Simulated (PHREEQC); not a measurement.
A solution holds 91 mmol/kgw HNO3, 22 mmol/kgw CaCl2, 110 mmol/kgw MnSO4 and 1.7 mmol/kgw HCl, at 61 °C. Closed to the air; pH follows from the charge balance.

The numbers come from PHREEQC with the ion-association model, phreeqc.dat.

No solid was allowed to form.

Question: Order these Mn species by the share of Mn that they hold, largest first: Mn+2, MnCl+, Mn(NO3)2, MnSO4.

Answer: Mn+2 (70 %), MnSO4 (27 %), MnCl+ (3.0 %), Mn(NO3)2 (0.20 %)

Question: Order these S species by the share of S that they hold, largest first: CaSO4, CaHSO4+, SO4-2, MnSO4, HSO4-.

Answer: HSO4- (46 %), MnSO4 (27 %), SO4-2 (21 %), CaSO4 (3.8 %), CaHSO4+ (2.2 %)

The pH is 1.51 and the ionic strength 0.344 mol/kgw. Complexes and solids missing from the database can't appear. At this temperature some constants are extrapolated from 25 °C, and those without enthalpy data are left unchanged.
